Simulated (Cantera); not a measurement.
## AlI₃ + NH₃ + N₂ + O₂ (aluminium nitride and oxide growth)

Charge: 1 mol AlI₃, 0.33 mol NH₃, a varied amount of N₂, 2.3 mol O₂, equilibrated at 973 K and 0.540 Torr.

These are equilibrium values from Cantera (NASA tables, ideal gas, pure condensed phases), not measurements of a reactor. Candidate condensed phases: Al, AlI₃, AlN, Al₂O₃, H₂O, I₂; 41 gas species. Equilibrium is a limit: real reactors are often held back by kinetics, nucleation or transport.

| n(N₂) (mol) | x N₂ | x I | x O₂ | x H₂O | x I₂ | n Al₂O₃(s) |
|---|---|---|---|---|---|---|
| 2.9 | 0.405 | 0.318 | 0.172 | 0.0654 | 0.0394 | 0.500 |
| 6.1 | 0.578 | 0.234 | 0.120 | 0.0457 | 0.0214 | 0.500 |
| 13 | 0.739 | 0.151 | 0.0732 | 0.0278 | 0.00887 | 0.500 |
| 26 | 0.848 | 0.0908 | 0.0422 | 0.0160 | 0.00322 | 0.500 |
| 54 | 0.919 | 0.0490 | 0.0221 | 0.00840 | 0.000939 | 0.500 |
| 110 | 0.959 | 0.0256 | 0.0113 | 0.00431 | 0.000256 | 0.500 |
| 240 | 0.980 | 0.0121 | 0.00532 | 0.00202 | 5.75e-5 | 0.500 |
x: gas mole fraction; n: condensed amount in mol.

From 2.9 mol N₂ to 240 mol N₂ the condensed part is Al₂O₃(s).
